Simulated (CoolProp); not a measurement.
Vapour-liquid equilibrium of ethane (1) + n-perfluorobutane (2) at 382 kPa; x and y are mole fractions of (1).

Model: multi-fluid Helmholtz-energy mixture model, Bücker 2006 and Gao 2022; pair parameters Bell 2016, in CoolProp.

**Question.** Give the bubble temperature and the first vapour's composition at x = 0.65, 0.8, 0.95. Is there an azeotrope?

**Answer.** x = 0.65: 219.7 K, y = 0.986; x = 0.8: 217.6 K, y = 0.990; x = 0.95: 214.6 K, y = 0.997. No azeotrope shows between x = 0.05 and 0.95.

Pair parameters are fitted to limited data, so mixtures are less certain than the pure fluids. With so large a gap from Raoult's law the liquid may split in two, which this calculation doesn't test in full.
